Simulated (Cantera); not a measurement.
A perfectly stirred reactor is fed with CH4 : H2 : O2 = 0.011 : 1 : 0.0055 (molar parts), at 12.8 Torr; it is held at 2348 K, and followed from long to short residence time.

Detailed kinetics in Cantera: GRI-Mech 3.0 (53 species, 325 reactions). Radical loss at walls, strong at low pressure, is not modelled.

Task: What does this change do: H2 1 to 2.3 parts?

Result: 
```
quantity                 before     after
---------------------  --------  --------
x(CH4) at τ = 2.50 s    2.68e-5   1.72e-5
x(H2) at τ = 2.50 s       0.914     0.918
x(O2) at τ = 2.50 s     8.29e-8   3.60e-8
x(CH2) at τ = 2.50 s    5.13e-6   3.39e-6
x(CO) at τ = 2.50 s     0.00934   0.00395
x(CH4) at τ = 63.0 ms  0.000821  0.000608
x(H2) at τ = 63.0 ms      0.954     0.965
x(O2) at τ = 63.0 ms    8.17e-6   4.02e-6
x(CH2) at τ = 63.0 ms   2.32e-5   1.39e-5
x(CO) at τ = 63.0 ms    0.00309  0.000759
```
